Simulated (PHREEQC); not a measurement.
Model water analysis in mg/L, 25 °C, pH 2.61, pe 8.1: Na 702; K 33.9; Ca 31.8; Mg 121; Cl 249; S(6) as SO4 2510; Cd 3.84; Zn 0.537.

Valence states are taken as typed.

Model: ion-association model, phreeqc.dat, run in PHREEQC.

The ionic strength comes out as 0.0680 mol/kgw, the specific conductance comes out as 5350 µS/cm and the density is 1.000 g/cm³. The total alkalinity is -5.41 meq/kg. The charge-balance error comes out as -12.1 %.

```json
[
 {"species": "Na+", "molality": "0.0294", "activity": "0.0238", "log γ": "-0.093"},
 {"species": "SO4-2", "molality": "0.0198", "activity": "0.00835", "log γ": "-0.375"},
 {"species": "Cl-", "molality": "0.00705", "activity": "0.00559", "log γ": "-0.100"},
 {"species": "H+", "molality": "0.00292", "activity": "0.00246", "log γ": "-0.075"},
 {"species": "Mg+2", "molality": "0.00268", "activity": "0.00120", "log γ": "-0.348"},
 {"species": "HSO4-", "molality": "0.00248", "activity": "0.00199", "log γ": "-0.095"},
 {"species": "MgSO4", "molality": "0.00232", "activity": "0.00235", "log γ": "0.007"},
 {"species": "NaSO4-", "molality": "0.00123", "activity": "0.000994", "log γ": "-0.091"}
]
```

No solid was allowed to form.
